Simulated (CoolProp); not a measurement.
A Linde-Hampson liquefier for carbon monoxide: isothermal reversible compression at 290 K from 1 atm to 10 MPa, throttling to 1 atm, return gas leaving the recuperator 10 K below the feed. Each further row changes one setting.

Computed with CoolProp (reference Helmholtz-energy equation of state, Lemmon 2006). It is a short technical equation, of lower accuracy than the large ones.

| case | liquid yield per pass | compression work (kJ/kg of gas) |
|---|---|---|
| as stated | (withheld) | 393 |
| high pressure 20 MPa | (withheld) | (withheld) |
| warm-end temperature 320 K | 0.020 | (withheld) |
| warm-end gap 15 K | 0.021 | 393 |

Q: Complete the blanks.

A: 
- as stated, liquid yield per pass: 0.033
- high pressure 20 MPa, liquid yield per pass: 0.071
- high pressure 20 MPa, compression work (kJ/kg of gas): 453
- warm-end temperature 320 K, compression work (kJ/kg of gas): 436
